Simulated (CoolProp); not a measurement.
Vapour-liquid equilibrium of methanol (1) + dimethyl carbonate (2) at 142.85 °C; x and y are mole fractions of (1).

Computed with CoolProp (multi-fluid Helmholtz-energy mixture model, de Reuck 1993 and Zhou 2011; pair parameters Bell 2016).

**Question.** Give the bubble pressure and the first vapour's composition at x = 0.5, 0.65, 0.95. Is there an azeotrope?

**Answer.** x = 0.5: 0.9718 MPa, y = 0.702; x = 0.65: 1.055 MPa, y = 0.778; x = 0.95: 1.163 MPa, y = 0.957. No azeotrope shows between x = 0.05 and 0.95.

Pair parameters are fitted to limited data, so mixtures are less certain than the pure fluids.
